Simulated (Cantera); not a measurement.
A Cantera script and what it prints.

```python
import numpy as np
import cantera as ct

gas_names = [...]  # 113 gases of nasa_gas.yaml made of C, Cu, H, O
cond_names = """
    C(gr) C6H6(L) C7H8(L) C8H18(L),n-octa Cu(cr) Cu(L) CuO(s) CuO2H2(s) Cu2O(s) Cu2O(L) H2O(s) H2O(L)
""".split()


# ... load() reads the species with a 1 bar reference pressure and builds the phases ...
atoms = {
    'CuO': {'Cu': 1, 'O': 1},
    'CO': {'C': 1, 'O': 1},
    'H2': {'H': 2},
}
top_T = {'C(gr)': 4500, 'CuO(s)': 1390}  # K; cautious upper limits of use, not melting points


# ... equilibrate(T, P, feed) seeds the gas with the atoms and calls Mixture.equilibrate('TP', solver="vcs", rtol=1e-11, max_steps=5000) ...
results = []
feed = {'CuO': 1, 'CO': 2.3, 'H2': 1.6}  # mol
T = 1223.15  # K
P = 1333.22  # Pa
mix = equilibrate(T, P, feed)
results.append((T, P, feed, dict(zip(mix.species_names, mix.species_moles))))
x = sorted(zip(gas.X, gas.species_names), reverse=True)
print(f"T = {T:g} K  P = {P:g} Pa  gas = {mix.phase_moles(0):.4g} mol")
print("   x: " + "  ".join(f"{s} {v:.3e}" for v, s in x if v > 0.001))
print("   condensed (mol): " + ("  ".join(f"{mix.phase(i).name} {mix.phase_moles(i):.4g}"
      for i in range(1, mix.n_phases) if mix.phase_moles(i) > 1e-12) or "none"))
```

It prints:

```
T = 1223.15 K  P = 1333.22 Pa  gas = 3.9 mol
   x: CO 4.562e-01  H2 2.874e-01  CO2 1.335e-01  H2O 1.229e-01
   condensed (mol): Cu(cr) 1
```

These are equilibrium values from Cantera (NASA tables, ideal gas, pure condensed phases), not measurements of a reactor.
